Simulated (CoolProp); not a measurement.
Saturated liquid density (kg/m³) of dimethyl carbonate: the reference equation beside estimates from Tc = 283.9 °C, pc = 4.909 MPa, ω = 0.346. Rackett uses Z = 0.29056 − 0.08775 ω.

Computed with CoolProp (reference Helmholtz-energy equation of state, Zhou 2011).

```csv
T (°C),reference,Rackett,van der Waals,Redlich-Kwong,Soave-Redlich-Kwong,Peng-Robinson
105.25,952.1,970.7,554.6,807.1,850.6,…
111.45,942.9,961.2,549.4,798.0,842.2,952.8
117.65,933.6,…,544.2,788.7,833.4,943.3
123.85,924.2,941.9,538.8,779.2,824.4,933.4
130.05,…,932.0,533.4,769.4,815.1,923.2
136.15,905.1,922.0,527.8,759.6,805.6,912.8
142.35,895.3,911.7,522.1,749.3,795.7,901.8
148.55,885.3,901.2,516.2,738.8,785.4,890.5
154.75,875.1,890.5,510.2,728.0,774.8,878.7
160.95,864.7,879.6,504.0,716.8,763.8,866.4
167.15,854.1,868.4,497.7,705.4,752.3,853.6
```

Q: Some entries are withheld; supply them.

A: 
- 105.25, Peng-Robinson: 962.1
- 117.65, Rackett: 951.6
- 130.05, reference: 914.7

Absolute difference from the reference over all 11 rows, mean and median: Rackett 1.8 and 1.9 %, van der Waals 41.7 and 41.7 %, Redlich-Kwong 16.2 and 16.1 %, Soave-Redlich-Kwong 11.1 and 11.0 %, Peng-Robinson 0.7 and 0.9 %.
